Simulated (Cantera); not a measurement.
Cantera run:

```python
import numpy as np
import cantera as ct

gas_names = """
    CL CL2 H HCL H2 Si SiCL SiCL2 SiCL3 SiCL4 SiH SiHCL3 SiH2 SiH2CL2 SiH3 SiH3CL SiH4 Si2 Si3
""".split()
cond_names = """
    Si(cr) Si(L)
""".split()


def load(file, names, dense=False):
    # The tables refer to 1 bar. Condensed volumes are neglected.
    table = {s.name: s for s in ct.Species.list_from_file(file)}
    out = []
    for n in names:
        d = dict(table[n].input_data)
        d["thermo"] = dict(d["thermo"], **{"reference-pressure": 1e5})
        if dense:
            d["equation-of-state"] = {"model": "constant-volume", "density": "1e6 g/cm^3"}
        out.append(ct.Species.from_dict(d))
    return out


gas = ct.Solution(thermo="ideal-gas", species=load("nasa_gas.yaml", gas_names))
cond = {s.name: ct.Solution(thermo="fixed-stoichiometry", species=[s], name=s.name)
        for s in load("nasa_condensed.yaml", cond_names, dense=True)}
atoms = {
    'SiCl4': {'Si': 1, 'CL': 4},
    'H2': {'H': 2},
}
top_T = {}  # K; cautious upper limits of use, not melting points


def equilibrate(T, P, feed):
    n = {}
    for name, mol in feed.items():
        for a, k in atoms[name].items():
            n[a] = n.get(a, 0.0) + k * mol
    gas.TPX = T, P, n
    mass = sum(n.values()) * gas.mean_molecular_weight
    gas.equilibrate("TP")
    valid = [c for c in cond.values() if c.min_temp <= T <= top_T.get(c.name, c.max_temp)]
    mix = ct.Mixture([(gas, mass / gas.mean_molecular_weight)] + [(c, 0.0) for c in valid])
    mix.T, mix.P = T, P
    mix.equilibrate("TP", solver="vcs", rtol=1e-11, max_steps=5000)
    return mix


results = []
feed = {'SiCl4': 1, 'H2': 7.9}  # mol
P = 10000  # Pa
for T in [623, 723, 823, 923, 1023, 1123, 1223, 1323, 1423, 1523, 1623, 1723]:
    mix = equilibrate(T, P, feed)
    results.append((T, P, feed, dict(zip(mix.species_names, mix.species_moles))))

top = {s: max(r[3][s] / sum(r[3][g] for g in gas_names) for r in results) for s in gas_names}
cols = sorted((s for s in top if top[s] > 0.001), key=lambda s: -top[s])[:6]
seen = [c for c in cond_names if any(r[3].get(c, 0) > 1e-12 for r in results)]
print("log10 of partial pressures in bar; condensed amounts in mol")
print(f"{'T/K':>10s}" + "".join(f"{s[:9]:>10s}" for s in cols + seen))
for T, P, feed, n in results:
    ng = sum(n[g] for g in gas_names)
    print(f"{T:10.4g}" + "".join(f"{np.log10(max(n[s] / ng * P / 1e5, 1e-99)):10.3f}" for s in cols)
          + "".join(f"{n.get(c, 0):10.4g}" for c in seen))
```

Result:

```
log10 of partial pressures in bar; condensed amounts in mol
       T/K        H2       HCL     SiCL4     SiCL2    SiHCL3     SiCL3    Si(cr)
       623    -1.053    -3.672    -1.958   -11.657    -3.673    -8.300         0
       723    -1.054    -3.273    -1.970    -8.943    -3.276    -6.656         0
       823    -1.057    -2.979    -1.992    -6.901    -2.988    -5.423         0
       923    -1.060    -2.753    -2.022    -5.320    -2.778    -4.474         0
      1023    -1.065    -2.560    -2.065    -4.098    -2.642    -3.744         0
      1123    -1.074    -2.334    -2.126    -3.268    -2.632    -3.244   0.01076
      1223    -1.089    -2.103    -2.240    -2.732    -2.736    -2.937    0.0233
      1323    -1.109    -1.935    -2.464    -2.362    -2.933    -2.782         0
      1423    -1.131    -1.808    -2.816    -2.176    -3.249    -2.795         0
      1523    -1.144    -1.744    -3.286    -2.082    -3.635    -2.922         0
      1623    -1.151    -1.718    -3.798    -2.040    -4.041    -3.103         0
      1723    -1.154    -1.707    -4.295    -2.021    -4.427    -3.295         0
```

Cantera equilibrium calculation (NASA polynomials, part measured and part estimated; ideal gas, pure solids and liquids). The tables' values for SiCl3, SiCl are old estimates; treat these amounts as uncertain.
